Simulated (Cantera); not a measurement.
A closed system holds: 1 mol Fe₃O₄, 1 mol H₂, held at 3400 Pa.

These are equilibrium values from Cantera (NASA tables, ideal gas, pure condensed phases), not measurements of a reactor. Candidate condensed phases: Fe, FeO, Fe(OH)₂, Fe(OH)₃, Fe₂O₃, Fe₃O₄, H₂O; 12 gas species. Mutual solubility and eutectic melting of coexisting phases are not modelled. The tables' stoichiometric FeO is somewhat more stable than real wüstite, so its field is too wide. FeO: taken at fixed stoichiometry. Equilibrium is a limit: real reactors are often held back by kinetics, nucleation or transport. All values below are at 1123 K.

Base state: H₂O 0.952, H₂ 0.0480 (mole fractions); condensed: FeO(s) + Fe₃O₄(s).

**Question.** What changes in the equilibrium state with this change: Fe₃O₄ replaced by V₂O₅?

**Answer.** 
| species | before | after |
|---|---|---|
| H₂O | 0.952 | 1.000 |
| H₂ | 0.0480 | 6.85e-6 |
| FeO(s), mol | 2.86 | 0 |
| Fe₃O₄(s), mol | 0.0480 | 0 |
| V₂O₄(s), mol | 0 | 1.00 |
Condensed phases not in the tables: the oxides between V₂O₃ and V₂O₅ other than VO₂. Further candidate phases: V, VO, V₂O₃, V₂O₄, V₂O₅.
